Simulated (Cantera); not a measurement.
Thermodynamics of hydrogen reduction and annealing atmospheres, feed V₂O₅ + H₂ + H₂O

A closed system holds: 1 mol V₂O₅, a varied amount of H₂, 3.8 mol H₂O, at 2.80 bar.

Equilibrium computed with Cantera from the NASA thermochemical tables; the gas is ideal and each condensed phase is pure. Candidate condensed phases: H₂O, V, VO, V₂O₃, V₂O₄, V₂O₅; 12 gas species. Mutual solubility and eutectic melting of coexisting phases are not modelled. VO: taken at fixed stoichiometry. Condensed phases not in the tables: the oxides between V₂O₃ and V₂O₅ other than VO₂. Kinetics and transport are ignored.

Problem. Map the stable condensed phases over T = 1277, 1327, 1377, 1427, 1477, 1527, 1577, 1627, 1677, 1727, 1777, 1827, 1877 °C and n(H₂) in mol = 49, 65, 86, 110, 150, 200, 270, 350, 470, 620, 820.

Solution. 
```
T in °C \ n(H₂) in mol
          49  65  86 110 150 200 270 350 470 620 820
   1877    A   A   A   B   C   C   C   C   C   C   C
   1827    A   A   A   A   B   C   C   C   C   C   C
   1777    A   A   A   A   A   B   C   C   C   C   C
   1727    A   A   A   A   A   A   C   C   C   C   C
   1677    A   A   A   A   A   A   B   C   C   C   C
   1627    A   A   A   A   A   A   A   C   C   C   C
   1577    A   A   A   A   A   A   A   B   C   C   C
   1527    A   A   A   A   A   A   A   A   C   C   C
   1477    A   A   A   A   A   A   A   A   A   C   C
   1427    A   A   A   A   A   A   A   A   A   B   C
   1377    A   A   A   A   A   A   A   A   A   A   B
   1327    A   A   A   A   A   A   A   A   A   A   A
   1277    A   A   A   A   A   A   A   A   A   A   A
```
A: V₂O₃; B: VO + V₂O₃; C: VO.
